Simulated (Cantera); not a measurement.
Charge: 1 mol SiH4, 3.6 mol N2, equilibrated at 1798.15 K and 13.3 mbar.

Method: chemical equilibrium by Gibbs-energy minimisation in Cantera with the NASA 1993 tables (ideal gas, pure condensed phases). Candidate condensed phases: Si, Si3N4; 18 gas species. Mutual solubility and eutectic melting of coexisting phases are not modelled. Gases not in the tables: Si2H6 and higher silanes. The numbers say what is thermodynamically allowed, not how fast it happens.

### Question
What is the equilibrium state?

### Answer
- x(N2): 0.641
- x(H2): 0.357
- x(H): 0.00182
- x(Si): 0.000232
- x(SiH): 1.83e-5
- x(Si2N): 1.54e-5
- x(SiH2): 1.06e-5
- x(SiN): 9.54e-6
- x(Si2): 1.39e-6
- n(Si(l)): 0.968 mol
- n(Si3N4(s)): 0.0102 mol
- gas amount: 5.586 mol
